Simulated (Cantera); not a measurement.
**Premixed flame**

A freely propagating, adiabatic, planar premixed flame of H2 : O2 : N2 = 1 : 0.5 : 2.4 (molar parts), equivalence ratio 1.0, unburnt at 525 K and 0.207 atm; mixture-averaged transport, grid criteria slope 0.08 and curve 0.16, no radiation.

Detailed kinetics in Cantera: the H2/O2 subset of GRI-Mech 3.0, which has no nitrogen chemistry. Burning velocities carry a grid error of a few per cent, more on coarse grids.

| z (mm) | T (K) | u (m/s) | x H2 | x O2 | x O | x H2O2 | x HO2 | x H2O |
|---|---|---|---|---|---|---|---|---|
| -11.3 | 525 | 4.08 | 0.256 | 0.128 | <1e-8 | <1e-8 | <1e-8 | <1e-8 |
| -7.55 | 525 | 4.08 | 0.256 | 0.128 | <1e-8 | <1e-8 | <1e-8 | <1e-8 |
| -5.67 | 525 | 4.08 | 0.256 | 0.128 | <1e-8 | <1e-8 | <1e-8 | <1e-8 |
| -3.78 | 525 | 4.08 | 0.256 | 0.128 | <1e-8 | <1e-8 | 6.73e-8 | <1e-8 |
| -1.89 | 530 | 4.11 | 0.255 | 0.128 | 3.17e-6 | 1.22e-6 | 7.19e-5 | 0.000257 |
| -0.944 | 669 | 5.12 | 0.233 | 0.125 | 0.000131 | 4.16e-6 | 5.74e-5 | 0.0117 |
| 0 | 1072 | 7.95 | 0.127 | 0.0877 | 0.00478 | 8.63e-7 | 2.09e-5 | 0.0926 |
| 0.944 | 1355 | 9.92 | 0.0458 | 0.0363 | 0.0107 | 1.07e-6 | 7.58e-6 | 0.184 |
| 1.89 | 1477 | 10.7 | 0.0382 | 0.0280 | 0.0110 | 8.32e-7 | 5.11e-6 | 0.199 |
| 3.78 | 1611 | 11.6 | 0.0384 | 0.0247 | 0.00999 | 5.03e-7 | 3.81e-6 | 0.207 |
| 7.55 | 1753 | 12.5 | 0.0376 | 0.0214 | 0.00830 | 2.65e-7 | 2.79e-6 | 0.217 |
| 15.1 | 1893 | 13.4 | 0.0348 | 0.0180 | 0.00627 | 1.42e-7 | 1.99e-6 | 0.228 |
| 30.2 | 2021 | 14.1 | 0.0304 | 0.0146 | 0.00429 | 8.31e-8 | 1.39e-6 | 0.240 |
x: mole fraction of selected species; z is measured from the peak of heat release.

* **laminar burning velocity**: 408 cm/s
* **thermal thickness**: 3.78 mm
* **peak x(O)**: 0.0111
* **peak x(H2O2)**: 4.63e-6
* **peak x(HO2)**: 8.84e-5
* **grid points**: 137
